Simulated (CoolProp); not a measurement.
A closed Brayton cycle with nitrogen: compressor inlet 305.15 K and 3.4 MPa, high pressure 9.38 MPa, turbine inlet 665 K, compressor efficiency 0.8, turbine efficiency 0.9, recuperator effectiveness 0.9 (on enthalpy, no pinch check). Each further row changes one setting.

Computed with CoolProp (reference Helmholtz-energy equation of state, Span 2000).

```tsv
case	thermal efficiency (%)	net work (kJ/kg)	compressor to turbine work	compressor exit (K)	turbine exit (K)
as stated	14.7	25.6	0.84	434.4	517.7
turbine inlet 615 K	8.5	[?]	0.91	434.4	477.6
compressor inlet 315.15 K	12.2	[?]	[?]	448.5	517.7
high pressure 7.97 MPa	[?]	27.3	[?]	411.0	538.9
recuperator effectiveness 0.5	12.2	25.6	0.84	434.4	517.7
```

Problem. What belongs in the gaps?

Solution. 
- turbine inlet 615 K, net work (kJ/kg): 13.3
- compressor inlet 315.15 K, net work (kJ/kg): 20.9
- compressor inlet 315.15 K, compressor to turbine work: 0.87
- high pressure 7.97 MPa, thermal efficiency (%): 17.6
- high pressure 7.97 MPa, compressor to turbine work: 0.80
